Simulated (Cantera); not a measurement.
An isothermal, constant-pressure homogeneous reactor starts with N2O : N2 = 1 : 1.6 (molar parts), at 1025 K and 1.01 bar. Integrator tolerance rtol = 1e-08.

Computed with Cantera and GRI-Mech 3.0 (53 species, 325 reactions). GRI-Mech 3.0 was tuned for natural gas; its chemistry of N2O as a main component is partial and can be far from experiment. The mechanism lacks the step 2 NO + O2 → 2 NO2, which can matter for NO2 below about 1400 K. The temperature is held fixed by assumption; the heat of reaction is taken as removed at once.

### Question
What does this change do: pressure from 1.01 bar to 0.133 bar?

### Answer
```json
[
 {"quantity": "x(N2O) at 300 s", "before": "0.0276 (gas-phase equilibrium 3.10e-9)", "after": "0.220 (gas-phase equilibrium 1.12e-9)"},
 {"quantity": "x(NO2) at 300 s", "before": "0.000162 (gas-phase equilibrium 1.48e-6)", "after": "1.36e-5 (gas-phase equilibrium 5.38e-7)"},
 {"quantity": "x(NO) at 300 s", "before": "0.00966 (gas-phase equilibrium 3.72e-5)", "after": "0.00628 (gas-phase equilibrium 3.72e-5)"},
 {"quantity": "x(O2) at 300 s", "before": "0.145 (gas-phase equilibrium 0.161)", "after": "0.0660 (gas-phase equilibrium 0.161)"},
 {"quantity": "x(N2) at 300 s", "before": "0.818 (gas-phase equilibrium 0.839)", "after": "0.708 (gas-phase equilibrium 0.839)"},
 {"quantity": "x(O) at 300 s", "before": "8.74e-9 (gas-phase equilibrium 1.33e-10)", "after": "6.77e-8 (gas-phase equilibrium 3.65e-10)"}
]
```

### Question
What does this change do: N2 1.6 to 0.17 parts?

### Answer
| quantity | before | after |
|---|---|---|
| x(N2O) at 300 s | 0.0276 (gas-phase equilibrium 3.10e-9) | 0.0519 (gas-phase equilibrium 3.52e-9) |
| x(NO2) at 300 s | 0.000162 (gas-phase equilibrium 1.48e-6) | 0.000313 (gas-phase equilibrium 2.52e-6) |
| x(NO) at 300 s | 0.00966 (gas-phase equilibrium 3.72e-5) | 0.0181 (gas-phase equilibrium 4.63e-5) |
| x(O2) at 300 s | 0.145 (gas-phase equilibrium 0.161) | 0.272 (gas-phase equilibrium 0.299) |
| x(N2) at 300 s | 0.818 (gas-phase equilibrium 0.839) | 0.658 (gas-phase equilibrium 0.701) |
| x(O) at 300 s | 8.74e-9 (gas-phase equilibrium 1.33e-10) | 8.75e-9 (gas-phase equilibrium 1.81e-10) |
